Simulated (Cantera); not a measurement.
A perfectly stirred reactor is fed with 38.4 % N2O, 0.131 % H2, 61.5 % N2, at 1050 Torr; it is held at 1525 K, and followed from long to short residence time.

Model: GRI-Mech 3.0 (53 species, 325 reactions), integrated in Cantera. GRI-Mech 3.0 was tuned for natural gas; its chemistry of N2O as a main component is partial and can be far from experiment. The temperature is held fixed by assumption; the heat of reaction is taken as removed at once.

One state of this run: x N2O = 0.0405; x H2 = 4.47e-6; x NO2 = 0.000353; x H2O = 0.00110; x H2O2 = 1.99e-9. x: mole fraction; the columns are a selection and need not sum to one.

### Question
Which value of τ (s) does it belong to?
A. 0.22
B. 0.33
C. 0.098
D. 0.065

### Answer
C, 0.098
